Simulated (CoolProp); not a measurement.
Dimethyl carbonate along the isotherm 326.85 °C: Z from the reference equation and from simpler models built on Tc = 283.9 °C, pc = 49.09 bar, ω = 0.346; each cubic takes its own stable root.

Values from CoolProp's reference Helmholtz-energy equation of state, Zhou 2011.

```tsv
p (bar)	phase	reference	van der Waals	Redlich-Kwong	Soave-Redlich-Kwong	Peng-Robinson
4.91	gas	0.9726	0.9747	0.9721	0.9736	0.9701
9.82	gas	0.9445	0.9484	0.9433	0.9464	0.9395
14.7	gas	0.9156	0.9210	0.9137	[?]	0.9084
19.6	gas	0.8855	0.8920	0.8828	0.8898	0.8764
24.5	gas	0.8542	0.8614	0.8506	0.8599	0.8435
29.5	gas	0.8208	0.8281	0.8162	0.8282	0.8089
34.4	gas	0.7863	0.7930	0.7806	0.7959	[?]
39.3	gas	0.7500	0.7547	0.7429	0.7620	0.7376
44.2	gas	0.7114	0.7123	0.7025	0.7265	0.6999
49.1	supercritical	0.6705	0.6643	[?]	0.6890	0.6606
54	supercritical	[?]	0.6079	0.6112	0.6495	0.6198
58.9	supercritical	0.5820	0.5388	0.5588	0.6081	0.5776
63.8	supercritical	0.5358	0.4616	0.5030	0.5654	0.5349
68.7	supercritical	0.4906	0.4182	0.4513	0.5241	0.4942
73.6	supercritical	0.4496	0.4073	0.4168	0.4886	[?]
```

Problem. Complete the blanks.

Solution. 
- 14.7, Soave-Redlich-Kwong: 0.9186
- 34.4, Peng-Robinson: 0.7739
- 49.1, Redlich-Kwong: 0.6588
- 54, reference: 0.6272
- 73.6, Peng-Robinson: 0.4594
